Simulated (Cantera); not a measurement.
## C₂H₅OH + H₂ + N₂ (carbon deposition, reforming and gasification)

A closed system holds: 1 mol C₂H₅OH, 1.5 mol H₂, 1 mol N₂, at 0.000540 bar.

Method: chemical equilibrium by Gibbs-energy minimisation in Cantera with the NASA 1993 tables (ideal gas, pure condensed phases). Candidate condensed phases: C, C₆H₆, C₇H₈, C₈H₁₈, H₂O; 136 gas species. Kinetics and transport are ignored.

```
T (K)   x H₂       x H   x CO   x N₂     x HCN  x C₂H₂ (acetylene)  n C(graphite)
-----  -----  --------  -----  -----  --------  ------------------  -------------
1225   0.692   1.12e-5  0.154  0.154   3.19e-5             1.12e-7          1.000
1325   0.692   5.86e-5  0.154  0.154   8.51e-5             5.89e-7          0.999
1425   0.692  0.000244  0.154  0.154  0.000198             2.44e-6          0.999
1525   0.691  0.000846  0.154  0.154  0.000410             8.36e-6          0.997
1625   0.690   0.00252  0.154  0.153  0.000775             2.45e-5          0.995
1725   0.686   0.00662  0.153  0.153   0.00136             6.32e-5          0.990
1825   0.678    0.0156  0.153  0.151   0.00222            0.000146          0.983
1925   0.662    0.0335  0.151  0.149   0.00341            0.000303          0.972
2025   0.633    0.0659  0.149  0.146   0.00494            0.000573          0.957
2125   0.586     0.120  0.145  0.141   0.00673            0.000983          0.936
2225   0.517     0.200  0.138  0.134   0.00858             0.00152          0.910
```
x: gas mole fraction; n: condensed amount in mol.

From 1225 K to 2225 K the condensed part is C(graphite). The main C-bearing gas is CO throughout.
